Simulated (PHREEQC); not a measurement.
0.68 g of hydrous ferric oxide (600 m²/g; 0.2 weak and 0.005 strong sites per Fe, Dzombak-Morel constants, diffuse double layer) in 1 kg of water with 0.005 mol/kgw of an inert sodium salt and 0.009 mmol/kgw SrCl2, at 25 °C; the pH is set by adding NaOH or the inert anion's acid. O2 is buffered at 0.21 atm. CO2 from the air is kept out. Precipitation was switched off in this run.

Computed with PHREEQC (ion-association model, wateq4f.dat).

Q: Predict Sr sorbed (%), surface charge σ (C/m²), surface potential ψ (mV) at pH = 7.5, 9.5, 10.5.

A: 
```csv
pH,Sr sorbed (%),surface charge σ (C/m²),surface potential ψ (mV)
7.5,13.0,0.006,34
9.5,99.8,-0.017,-76
10.5,100.0,-0.050,-126
```

The oxide is taken as insoluble; below pH 4 it would dissolve.
